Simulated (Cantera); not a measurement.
## Thermodynamics of silicon nitride deposition, feed SiHCl3 + NH3 + N2

Feed: 1 mol SiHCl3, 2.5 mol NH3, 1.8 mol N2, held at 10.0 mbar.

Cantera equilibrium calculation (NASA polynomials, part measured and part estimated; ideal gas, pure solids and liquids). Candidate condensed phases: NH4Cl, Si, Si3N4; 28 gas species. The tables' values for SiCl3, SiCl, SiN are old estimates; treat these amounts as uncertain. Gases not in the tables: Si2H6 and higher silanes. Equilibrium is a limit: real reactors are often held back by kinetics, nucleation or transport.

From 1348 K to 1648 K the condensed part is Si3N4(s). From 1748 K to 1948 K the condensed part is Si(l). The main Si-bearing gas is SiCl2 throughout. The share of Si in condensed phases is highest at 1348 K (89.1 %) and lowest at 1748 K (2.3 %).

| T (K) | x H2 | x N2 | x HCl | x SiCl2 | x H | x SiCl4 | n Si3N4(s) | n Si(l) |
|---|---|---|---|---|---|---|---|---|
| 1348 | 0.357 | 0.301 | 0.329 | 0.00578 | 1.38e-5 | 0.00486 | 0.297 | 0 |
| 1448 | 0.367 | 0.308 | 0.296 | 0.0225 | 5.58e-5 | 0.00246 | 0.253 | 0 |
| 1548 | 0.386 | 0.321 | 0.235 | 0.0529 | 0.000191 | 0.000725 | 0.172 | 0 |
| 1648 | 0.408 | 0.335 | 0.169 | 0.0852 | 0.000568 | 0.000146 | 0.0808 | 0 |
| 1748 | 0.423 | 0.346 | 0.118 | 0.109 | 0.00149 | 2.61e-5 | 0 | 0.0226 |
| 1848 | 0.418 | 0.346 | 0.124 | 0.106 | 0.00343 | 9.70e-6 | 0 | 0.0430 |
| 1948 | 0.411 | 0.344 | 0.129 | 0.102 | 0.00725 | 3.94e-6 | 0 | 0.0482 |
x: gas mole fraction; n: condensed amount in mol.
